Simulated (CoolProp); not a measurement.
Vapour-liquid equilibrium of acetone (1) + benzene (2) at 408.1 K; x and y are mole fractions of (1).

Values from CoolProp's multi-fluid Helmholtz-energy mixture model, Lemmon 2006 and Thol 2012; pair parameters Bell 2016.

Question: Give the bubble pressure and the first vapour's composition at x = 0.25, 0.45, 0.75. Is there an azeotrope?

Answer: x = 0.25: 5.598 bar, y = 0.401; x = 0.45: 6.463 bar, y = 0.596; x = 0.75: 7.573 bar, y = 0.825. No azeotrope shows between x = 0.05 and 0.95.

Pair parameters are fitted to limited data, so mixtures are less certain than the pure fluids.
